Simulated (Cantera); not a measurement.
A perfectly stirred reactor is fed with NO : N2 = 1 : 16 (molar parts), at 1.01 bar; it is held at 2050 K, and followed from long to short residence time.

Model: GRI-Mech 3.0 (53 species, 325 reactions), integrated in Cantera.

Question: What does this change do: temperature 2050 to 1575 K?

Answer: 
```tsv
quantity	before	after
x(NO) at τ = 28.0 s	0.00648	0.0547
x(N2O) at τ = 28.0 s	2.29e-7	1.09e-6
x(O) at τ = 28.0 s	0.000157	5.30e-7
x(O2) at τ = 28.0 s	0.0261	0.00204
x(N2) at τ = 28.0 s	0.967	0.943
x(NO) at τ = 0.170 s	0.0552	0.0588
x(N2O) at τ = 0.170 s	1.57e-6	1.15e-6
x(O) at τ = 0.170 s	5.22e-5	1.81e-7
x(O2) at τ = 0.170 s	0.00177	8.84e-6
x(N2) at τ = 0.170 s	0.943	0.941
```

Question: What does this change do: pressure from 1.01 bar to 0.390 bar?

Answer: 
```json
[
 {"quantity": "x(NO) at τ = 28.0 s", "before": "0.00648", "after": "0.00821"},
 {"quantity": "x(N2O) at τ = 28.0 s", "before": "2.29e-7", "after": "1.56e-7"},
 {"quantity": "x(O) at τ = 28.0 s", "before": "0.000157", "after": "0.000249"},
 {"quantity": "x(O2) at τ = 28.0 s", "before": "0.0261", "after": "0.0252"},
 {"quantity": "x(N2) at τ = 28.0 s", "before": "0.967", "after": "0.966"},
 {"quantity": "x(NO) at τ = 0.170 s", "before": "0.0552", "after": "0.0571"},
 {"quantity": "x(N2O) at τ = 0.170 s", "before": "1.57e-6", "after": "1.59e-6"},
 {"quantity": "x(O) at τ = 0.170 s", "before": "5.22e-5", "after": "6.81e-5"},
 {"quantity": "x(O2) at τ = 0.170 s", "before": "0.00177", "after": "0.000809"},
 {"quantity": "x(N2) at τ = 0.170 s", "before": "0.943", "after": "0.942"}
]
```
